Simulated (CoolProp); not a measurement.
The fluid at 298.15 K and 11.8 MPa is throttled through a valve to 3.06 MPa with no heat exchange. The same conditions are run with several fluids, on thermodynamics alone (safety and materials aside).

The numbers come from the reference Helmholtz-energy equation of state of each fluid (R115: Lemmon 2016; octamethyltrisiloxane (MDM): Thol 2017; dimethyl ether: Wu 2011; tetradecamethylhexasiloxane (MD4M): Thol 2019; R134a: Tillner-Roth 1994) in CoolProp.

**Question.** Rank R115, octamethyltrisiloxane (MDM), dimethyl ether, tetradecamethylhexasiloxane (MD4M), R134a by temperature change (K), highest first.

**Answer.** tetradecamethylhexasiloxane (MD4M) (+4.0), octamethyltrisiloxane (MDM) (+3.9), dimethyl ether (+1.8), R134a (+1.0), R115 (+0.7)

```json
[
 {"fluid": "R115", "final density (kg/m³)": "1310"},
 {"fluid": "octamethyltrisiloxane (MDM)", "final density (kg/m³)": "816"},
 {"fluid": "dimethyl ether", "final density (kg/m³)": "663"},
 {"fluid": "tetradecamethylhexasiloxane (MD4M)", "final density (kg/m³)": "887"},
 {"fluid": "R134a", "final density (kg/m³)": "1220"}
]
```
